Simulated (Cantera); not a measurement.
An adiabatic, constant-volume homogeneous reactor starts with CH4 : C2H6 : O2 : N2 = 1 : 0.076 : 5.04 : 18.9 (molar parts), equivalence ratio 0.45, at 1423 K and 1000000 Pa.

Model: GRI-Mech 3.0 (53 species, 325 reactions), integrated in Cantera.

One state of this run: T (K) = 2538; P (bar) = 17.9; x CH4 = <1e-12; x C2H6 = <1e-12; x O2 = 0.104; x NO = 0.0102; x H2O2 = 8.87e-7. x: mole fraction; the columns are a selection and need not sum to one.

### Question
Which value of t (s) does it belong to?
(A) 1.37e-5
(B) 0.00187
(C) 4.68e-5
(D) 4.00e-6

### Answer
B, 0.00187
